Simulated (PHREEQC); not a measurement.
**Copper plating or etch bath (model solution)**

Consider water at 25 °C with 0.0026 mol/kgw CuSO4 and 0.04 mol/kgw HNO3. Closed to the air; pH follows from the charge balance.

Equilibrium calculation in PHREEQC: ion-association model, wateq4f.dat.

Precipitation was switched off in this run.

**Question.** What pH does the model give?

**Answer.** pH 1.48.

**Question.** In which forms is S present?

**Answer.** HSO4- 62 %, SO4-2 34 %, CuSO4 4.0 % of the S.

Species that the database lacks are ignored.
